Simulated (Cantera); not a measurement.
## Ignition delay

Mixture: CH4 : C2H6 : O2 : N2 = 1 : 0.11 : 3.02 : 8.15 (molar parts), equivalence ratio 0.79, at 0.870 bar, adiabatic and at constant volume. Ignition delay is the time to a rise of 400 K.

Cantera simulation using GRI-Mech 3.0 (53 species, 325 reactions); the numbers are that mechanism's predictions, not measurements.

```csv
T0 (K),delay (ms)
1098,16.6
1148,7.89
1198,4.09
1248,2.26
1298,1.30
1348,0.780
1398,0.479
1448,0.303
1498,0.197
1548,0.132
```

```
Item                                                    Result
--------------------------------------------------  ----------
apparent activation energy between 1448 and 1548 K  160 kJ/mol
```
